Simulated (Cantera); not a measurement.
Feed: 1 mol Zr, 0.065 mol H2O, equilibrated at 0.380 Pa.

Cantera equilibrium calculation (NASA polynomials, part measured and part estimated; ideal gas, pure solids and liquids). Candidate condensed phases: H2O, Zr, ZrO2; 12 gas species. Mutual solubility and eutectic melting of coexisting phases are not modelled. Condensed phases not in the tables: N, O or C dissolved in the metal. Equilibrium is a limit: real reactors are often held back by kinetics, nucleation or transport.

### Question
At 1750 K, list the 3 most abundant gas species with their mole fractions, and the condensed phases.

### Answer
H2 0.888, H 0.112, ZrO 6.92e-5. Condensed: Zr(β) + ZrO2(tetragonal).
